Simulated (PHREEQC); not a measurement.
Make-up at 90 °C: 0.025 mol/kgw FeCl3 and 0.003 mol/kgw CuCl2. Closed to the air; pH follows from the charge balance.

The numbers come from PHREEQC with the ion-association model, phreeqc.dat.

```
quantity                   before     after
------------------------  -------  --------
pH                           1.88      2.31
ionic strength (mol/kgw)    0.113    0.0211
Cl- (mol/kgw)              0.0721    0.0158
FeOH+2 (mol/kgw)          0.00933   0.00328
FeCl+2 (mol/kgw)          0.00714  0.000236
Fe2(OH)2+4 (mol/kgw)      0.00281  0.000122
SI of Hematite (Fe2O3)     +12.16    +13.43
```

What was changed between the two runs?
A) diluted 5-fold with water
B) FeCl3 from 0.025 to 0.0275 mol/kgw
C) diluted 2-fold with water
D) CuCl2 replaced by CaCl2 at the same molality

A, diluted 5-fold with water

Precipitation was switched off in this run. Some of these states are supersaturated (in Hematite (slow to form), Goethite (slow to form), for instance). At this temperature some constants are extrapolated from 25 °C, and those without enthalpy data are left unchanged.
